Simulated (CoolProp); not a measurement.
Saturation properties of hexamethyldisiloxane (MM) (Tc = 518.7 K, pc = 19.31 bar, ω = 0.418).

Values from CoolProp's reference Helmholtz-energy equation of state, Thol 2016.

```
T (K)  p (bar)  liquid density (kg/m³)  liquid cp (kJ/(kg K))  surface tension (mN/m)
-----  -------  ----------------------  ---------------------  ----------------------
320.6   0.1578                   735.5                  1.960                    13.5
328.6   0.2191                   726.7                  1.982                    12.8
336.7   0.2996                   717.8                  2.005                    12.1
344.7   0.4008                   708.8                  2.028                    11.4
352.7   0.5276                   699.6                  2.052                    10.7
360.8   0.6865                   690.2                  2.076                    10.1
368.8   0.8780                   680.7                  2.101                    9.44
376.9    1.112                   670.9                  2.126                    8.79
384.9    1.388                   661.0                  2.151                    8.17
392.9    1.715                   650.8                  2.177                    7.55
401      2.102                   640.3                  2.205                    6.94
409      2.547                   629.5                  2.233                    6.35
417      3.060                   618.4                  2.262                    5.76
```

It boils at 373.7 K under 1 atm.

Surface tension comes from a separate correlation (Mulero 2014), older than this fluid's equation and unchecked against measurements.
